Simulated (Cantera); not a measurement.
**Stirred combustor or abatement burner**

A perfectly stirred reactor is fed with C2H6 : O2 : N2 : H2O = 1 : 2.69 : 10.1 : 0.67 (molar parts), at 760 Torr; it is adiabatic with a 525 K inlet, and is followed from long to short residence time, starting on the burning branch (τ in s: 0.039, 0.013, 0.0044, 0.0015, 0.00051, 0.00017, 5.8e-05, 1.9e-05, 6.6e-06).

Detailed kinetics in Cantera: GRI-Mech 3.0 (53 species, 325 reactions).

```tsv
τ (s)	T (K)	x C2H6	x O2	x H2O	x CH3	x O
0.039	2165	8.03e-7	0.000315	0.191	1.14e-5	0.000108
0.013	2147	2.04e-6	0.000629	0.190	2.02e-5	0.000212
0.0044	2123	5.14e-6	0.00118	0.188	3.85e-5	0.000381
0.0015	2094	1.33e-5	0.00213	0.185	8.19e-5	0.000595
0.00051	2060	3.72e-5	0.00393	0.184	0.000199	0.000786
0.00017	2001	0.000132	0.00896	0.182	0.000593	0.000822
5.8e-5	525	0.0692	0.186	0.0463	<1e-12	<1e-12
1.9e-5	525	0.0692	0.186	0.0463	<1e-12	<1e-12
6.6e-6	525	0.0692	0.186	0.0463	<1e-12	<1e-12
```
x: mole fraction; the columns are a selection and need not sum to one.
